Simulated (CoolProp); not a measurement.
Saturation properties of water.

Computed with CoolProp (reference Helmholtz-energy equation of state, Wagner 2002).

```
T (°C)     p (MPa)  enthalpy of vaporisation (kJ/kg)  liquid conductivity (mW/(m K))
------  ----------  --------------------------------  ------------------------------
209.85       1.902                              1900                             653
224.95  (withheld)                              1836                             641
239.95       3.344                        (withheld)                      (withheld)
255.05       4.326                        (withheld)                      (withheld)
270.15       5.516                              1604                             594
285.25       6.940                        (withheld)                      (withheld)
300.35       8.630                              1402                             552
315.45       10.62                              1279                             528
330.45  (withheld)                              1135                             501
345.55       15.65                             956.0                             470
```

Question: What belongs in the gaps?

Answer: 
- 224.95, p (MPa): 2.547
- 239.95, enthalpy of vaporisation (kJ/kg): 1766
- 239.95, liquid conductivity (mW/(m K)): 627
- 255.05, enthalpy of vaporisation (kJ/kg): 1689
- 255.05, liquid conductivity (mW/(m K)): 611
- 285.25, enthalpy of vaporisation (kJ/kg): 1509
- 285.25, liquid conductivity (mW/(m K)): 574
- 330.45, p (MPa): 12.93

It boils at 100.0 °C under 1 atm.

Thermal conductivity comes from a separate model (Huber 2012).
